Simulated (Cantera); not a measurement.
Input: 1 mol AlBr3, 11 mol O2, 1 mol N2, equilibrated at 1623 K and 1.00 bar.

Equilibrium computed with Cantera from the NASA thermochemical tables; the gas is ideal and each condensed phase is pure. Candidate condensed phases: Al, AlBr3, AlN, Al2O3, Br2; 21 gas species. Rates play no part.

Base state: O2 0.754, Br 0.122, N2 0.0730, Br2 0.0495, NO 0.00123, O 1.65e-5 (mole fractions); condensed: Al2O3(s).

Problem. What changes in the equilibrium state with this change: AlBr3 replaced by Al?

Solution. 
```tsv
species	before	after
O2	0.754	0.910
N2	0.0730	0.0881
NO	0.00123	0.00149
Br	0.122	0
Br2	0.0495	0
NO2	8.88e-6	1.18e-5
O	1.65e-5	1.81e-5
Al2O3(s), mol	0.500	0.500
```
